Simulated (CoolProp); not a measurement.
R115 along the isobar 3400 kPa: fugacity coefficient from the reference equation and from simpler models built on Tc = 353.1 K, pc = 3129 kPa, ω = 0.248; each cubic takes its own stable root.

Values from CoolProp's reference Helmholtz-energy equation of state, Lemmon 2016.

```json
[
 {"T (K)": "287.6", "phase": "liquid", "reference": "0.1957"},
 {"T (K)": "305.3", "phase": "liquid", "reference": "0.2912"},
 {"T (K)": "323", "phase": "liquid", "reference": "0.4056"},
 {"T (K)": "340.7", "phase": "liquid", "reference": "0.5331"},
 {"T (K)": "358.4", "phase": "supercritical", "reference": "0.6565"},
 {"T (K)": "376.1", "phase": "supercritical", "reference": "0.7180"},
 {"T (K)": "393.8", "phase": "supercritical", "reference": "0.7619"},
 {"T (K)": "411.5", "phase": "supercritical", "reference": "0.7969"},
 {"T (K)": "429.2", "phase": "supercritical", "reference": "0.8257"},
 {"T (K)": "446.9", "phase": "supercritical", "reference": "0.8500"},
 {"T (K)": "464.6", "phase": "supercritical", "reference": "0.8706"},
 {"T (K)": "482.3", "phase": "supercritical", "reference": "0.8883"},
 {"T (K)": "500", "phase": "supercritical", "reference": "0.9037"}
]
```

How far does each simpler model (van der Waals, Redlich-Kwong, Soave-Redlich-Kwong) lie from the reference over these 13 states: mean and median of the absolute difference, and the worst?


- van der Waals: mean 15.0 %, median 3.2 %, worst +82.8 % at 287.6 K and 3400 kPa
- Redlich-Kwong: mean 5.7 %, median 2.5 %, worst +25.1 % at 287.6 K and 3400 kPa
- Soave-Redlich-Kwong: mean 0.9 %, median 0.8 %, worst +2.1 % at 305.3 K and 3400 kPa
